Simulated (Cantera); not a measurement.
An isothermal, constant-pressure homogeneous reactor starts with NO : N₂ = 1 : 4.3 (molar parts), at 2075 K and 0.132 atm.

Model: GRI-Mech 3.0 (53 species, 325 reactions), integrated in Cantera.

x: mole fraction; the columns are a selection and need not sum to one.

```tsv
t (s)	x NO	x O₂	x N₂O	x O	x N₂
0.000200	0.189	1.03e-8	1.77e-6	1.92e-6	0.811
0.000796	0.189	1.76e-7	6.05e-6	8.39e-6	0.811
0.00317	0.189	___	___	___	0.811
0.0126	0.188	8.09e-5	1.68e-5	0.000157	0.811
0.0501	0.187	0.000802	1.62e-5	0.000229	0.812
0.199	0.180	0.00409	1.48e-5	0.000294	0.815
0.794	0.150	0.0189	9.79e-6	0.000485	0.830
3.16	0.0569	0.0654	1.39e-6	0.000831	0.877
12.6	___	0.0900	1.49e-7	0.000964	0.901
50.0	0.00659	0.0905	1.44e-7	0.000966	0.902
```

Q: Fill in the missing entries.

A: 
- 0.00317, x O₂: 3.63e-6
- 0.00317, x N₂O: 1.42e-5
- 0.00317, x O: 4.14e-5
- 12.6, x NO: 0.00755
